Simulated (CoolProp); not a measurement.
Methanol along the isobar 11200 kPa: fugacity coefficient from the reference equation and from simpler models built on Tc = 513.4 K, pc = 8216 kPa, ω = 0.565; each cubic takes its own stable root.

Computed with CoolProp (reference Helmholtz-energy equation of state, de Reuck 1993).

| T (K) | phase | reference | van der Waals | Redlich-Kwong | Soave-Redlich-Kwong | Peng-Robinson |
|---|---|---|---|---|---|---|
| 306.7 | liquid | 0.002736 | 0.08024 | 0.01784 | 0.002544 | 0.002651 |
| 312.2 | liquid | 0.003542 | 0.08781 | 0.02132 | 0.003368 | 0.003486 |
| 317.6 | liquid | 0.004519 | 0.09563 | 0.02519 | 0.004383 | 0.004507 |
| 323.1 | liquid | 0.005734 | 0.1040 | 0.02963 | 0.005666 | 0.005790 |
| 328.6 | liquid | 0.007209 | 0.1127 | 0.03460 | 0.007243 | 0.007358 |
| 334.1 | liquid | 0.008983 | 0.1219 | 0.04013 | 0.009161 | 0.009258 |
| 339.6 | liquid | 0.01110 | 0.1314 | 0.04624 | 0.01147 | 0.01154 |
| 345.1 | liquid | 0.01360 | 0.1413 | 0.05296 | 0.01423 | 0.01424 |
| 350.6 | liquid | 0.01654 | 0.1515 | 0.06030 | 0.01749 | 0.01743 |
| 356.1 | liquid | 0.01997 | 0.1621 | 0.06828 | 0.02131 | 0.02116 |
| 361.5 | liquid | 0.02386 | 0.1729 | 0.07675 | 0.02568 | 0.02540 |
| 367 | liquid | 0.02842 | 0.1842 | 0.08603 | 0.03080 | 0.03037 |
| 372.5 | liquid | 0.03362 | 0.1959 | 0.09599 | 0.03667 | 0.03605 |
| 378 | liquid | 0.03954 | 0.2078 | 0.1066 | 0.04335 | 0.04249 |
